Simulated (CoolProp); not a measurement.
Propyne along the isotherm 278 K: Z from the reference equation and from simpler models built on Tc = 402.7 K, pc = 56.58 bar, ω = 0.204; each cubic takes its own stable root.

Computed with CoolProp (reference Helmholtz-energy equation of state, Polt 1992). This equation is an older, rougher fit; its heat capacities, sound speeds and derivatives of the liquid may be far off and weren't checked against measurements.

```csv
p (bar),phase,reference,Redlich-Kwong,Soave-Redlich-Kwong,Peng-Robinson
7.71,liquid,0.02073,0.02358,0.02289,0.02022
15.4,liquid,0.04135,0.04696,0.04561,0.04031
23.1,liquid,0.06194,0.07023,0.06826,0.06035
30.9,liquid,0.08274,0.09367,0.09110,0.08057
```
